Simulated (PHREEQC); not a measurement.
Dissolve 5 mmol/kgw KCl and 12 mmol/kgw (CH3)4NCl at 20 °C. Closed to the air; pH follows from the charge balance.

All values are PHREEQC results (ion-association model, phreeqc.dat), not measurements.

Each row changes one thing in this solution. Precipitation was switched off in this run.

| case | pH | ionic strength (mol/kgw) | SI of Sylvite (KCl) |
|---|---|---|---|
| as made | 7.08 | 0.0170 | -5.06 |
| KCl from 0.005 to 0.0025 mol/kgw | 7.08 | 0.0145 | -5.42 |
| 0.0018 mol/kgw CO2 added | 4.56 | 0.0170 | -5.06 |
| diluted 100-fold with water | 7.08 | 0.000170 | -8.96 |
| (CH3)4NCl replaced by MnCl2 at the same molality | 6.48 | 0.0396 | -4.89 |
| 0.00073 mol/kgw NH4Cl added | 6.32 | 0.0177 | -5.04 |
| KCl replaced by K2SiO3 at the same molality | 11.79 | 0.0222 | -4.92 |

(CH3)4N+ isn't in the database: it is added as a free cation with an ion size of 4 Å.
